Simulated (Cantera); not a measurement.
Input: 1 mol Si, 0.022 mol N₂O, 8.5 mol N₂, held at 1525 K and 0.290 Pa.

Equilibrium computed with Cantera from the NASA thermochemical tables; the gas is ideal and each condensed phase is pure. Candidate condensed phases: Si, SiO₂, Si₂N₂O, Si₃N₄; 16 gas species. The tables' values for SiN are old estimates; treat these amounts as uncertain. Rates play no part.

Base state: N₂ 0.991, Si 0.00651, SiO 0.00256, Si₂N 1.97e-5, SiN 1.28e-5 (mole fractions); condensed: Si(s).

### Question
What changes in the equilibrium state with this change: 0.15 mol CH₄ added?

### Answer
```
species       before    after
-----------  -------  -------
N₂             0.991    0.956
H₂                 0   0.0324
Si           0.00651  0.00651
H                  0  0.00250
CO                 0  7.10e-5
Si₂C               0  1.20e-5
SiO          0.00256  0.00240
Si₂N         1.97e-5  1.94e-5
Si(s), mol     0.921    0.770
SiC(s), mol        0    0.149
```
Mutual solubility and eutectic melting of coexisting phases are not modelled. Further candidate phases: C, C₆H₆, C₇H₈, C₈H₁₈, H₂O, SiC.
